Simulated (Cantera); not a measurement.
Feed: 1 mol CH2F2, 2.2 mol F2, equilibrated at 15.0 mbar.

These are equilibrium values from Cantera (NASA tables, ideal gas, pure condensed phases), not measurements of a reactor. Candidate condensed phases: C, C6H6, C7H8, C8H18; 95 gas species. Gases not in the tables: C2F6 and larger saturated fluorocarbons. The numbers say what is thermodynamically allowed, not how fast it happens.

**Question.** Which condensed phases are stable at each of these points (T (K)): 1025, 1225, 1425, 1625, 1825, 2025, 2225, 2425, 2625, 2825, 3025?

**Answer.** 
| T (K) | condensed phases | C condensed (%) |
|---|---|---|
| 1025 | gas only | 0.0 |
| 1225 | gas only | 0.0 |
| 1425 | gas only | 0.0 |
| 1625 | gas only | 0.0 |
| 1825 | gas only | 0.0 |
| 2025 | gas only | 0.0 |
| 2225 | gas only | 0.0 |
| 2425 | gas only | 0.0 |
| 2625 | C(graphite) | 0.8 |
| 2825 | C(graphite) | 26.5 |
| 3025 | gas only | 0.0 |

From 1025 K to 2425 K nothing is condensed. From 2625 K to 2825 K the condensed part is C(graphite). At 3025 K nothing is condensed.
